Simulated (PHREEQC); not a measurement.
A solution holds 0.19 mol FeSO4, 0.031 mol CaCl2, 0.037 mol H2SO4 and 0.024 mol NiCl2 per kg of water, at 20 °C. Closed to the air; pH follows from the charge balance.

All values are PHREEQC results (ion-association model, wateq4f.dat), not measurements.

No solid was allowed to form.

### Question
Order these Ca species by the share of Ca that they hold, largest first: CaHSO4+, Ca+2, CaSO4.

### Answer
Ca+2 (54 %), CaSO4 (40 %), CaHSO4+ (5.8 %)

### Question
Order these Ni species by the share of Ni that they hold, largest first: NiSO4, NiCl2, NiCl+, Ni(SO4)2-2, Ni+2.

### Answer
Ni+2 (52 %), NiSO4 (44 %), NiCl+ (3.5 %), NiCl2 (0.56 %), Ni(SO4)2-2 (0.16 %)

The pH is 1.77 and the ionic strength 0.539 mol/kgw. Examples of supersaturated solids here: Gypsum. Others may be too. Species that the database lacks are ignored.
